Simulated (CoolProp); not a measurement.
Saturation properties of isopentane (Tc = 187.2 °C, pc = 33.78 bar, ω = 0.227).

Model: reference Helmholtz-energy equation of state, Lemmon 2006, in CoolProp. It is a short technical equation, of lower accuracy than the large ones.

| T (°C) | p (bar) | liquid density (kg/m³) | vapour density (kg/m³) | surface tension (mN/m) | liquid conductivity (mW/(m K)) |
|---|---|---|---|---|---|
| -4.75 | 0.2801 | 644.3 | 0.9218 | 17.7 | 111 |
| 1.95 | 0.3756 | 637.8 | 1.211 | 17.0 | 109 |
| 8.55 | 0.4936 | 631.4 | 1.562 | 16.2 | 107 |
| 15.15 | 0.6393 | 624.9 | 1.988 | 15.5 | 105 |
| 21.75 | 0.8172 | 618.3 | 2.499 | 14.8 | 103 |
| 28.45 | 1.035 | 611.4 | 3.118 | 14.1 | 101 |
| 35.05 | 1.292 | 604.6 | 3.838 | 13.4 | 98.7 |
| 41.65 | 1.596 | 597.6 | 4.682 | 12.7 | 96.7 |
| 48.25 | 1.951 | 590.5 | 5.663 | 12.0 | 94.8 |
| 54.95 | 2.372 | 583.2 | 6.815 | 11.3 | 92.8 |
| 61.55 | 2.850 | 575.7 | 8.123 | 10.6 | 90.9 |
| 68.15 | 3.397 | 568.1 | 9.621 | 9.94 | 88.9 |
| 74.75 | 4.021 | 560.3 | 11.33 | 9.28 | 86.9 |

It boils at 27.8 °C under 1 atm.

Thermal conductivity comes from a separate model (Vassiliou 2015). Surface tension comes from a separate correlation (Mulero 2012).
